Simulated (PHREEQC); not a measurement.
1.2 g of hydrous ferric oxide (600 m²/g; 0.2 weak and 0.005 strong sites per Fe, Dzombak-Morel constants, diffuse double layer) in 1 kg of water with 0.1 mol/kgw of an inert sodium salt and 0.0019 mol/kgw Ag2SO4, at 25 °C; the pH is set by adding NaOH or the inert anion's acid. Oxygen alone is held at its pressure in air (log pO2 = -0.68). No CO2 enters from the air. Nothing may precipitate in this run.

Base run: PHREEQC, ion-association model, wateq4f.dat. Each further column changes one thing. The table gives S sorbed (%).

```csv
pH,base,no electrostatic term (-no_edl),background salt from 0.1 to 0.01 mol/kgw,oxide from 1.2 to 6 g/kgw,0.0075 mol/kgw NiCl2 added
3,53.6,0.2,(withheld),99.7,51.7
4.5,51.0,0.3,62.2,(withheld),(withheld)
5.5,38.8,0.3,(withheld),(withheld),38.0
7,8.1,0.3,12.8,34.7,(withheld)
8.5,0.0,0.1,0.1,(withheld),9.8
9.5,0.0,0.0,0.0,0.0,1.6
11,0.0,0.0,0.0,0.0,0.0
```

Problem. Fill in the missing entries.

Solution. 
- 3, background salt from 0.1 to 0.01 mol/kgw: 65.3
- 4.5, oxide from 1.2 to 6 g/kgw: 99.4
- 4.5, 0.0075 mol/kgw NiCl2 added: 49.2
- 5.5, background salt from 0.1 to 0.01 mol/kgw: 48.3
- 5.5, oxide from 1.2 to 6 g/kgw: 95.7
- 7, 0.0075 mol/kgw NiCl2 added: 25.0
- 8.5, oxide from 1.2 to 6 g/kgw: 0.4

In at least one series the solution becomes supersaturated in solids that the run did not let form, among them Ag2O. The oxide is taken as insoluble; below pH 4 it would dissolve.
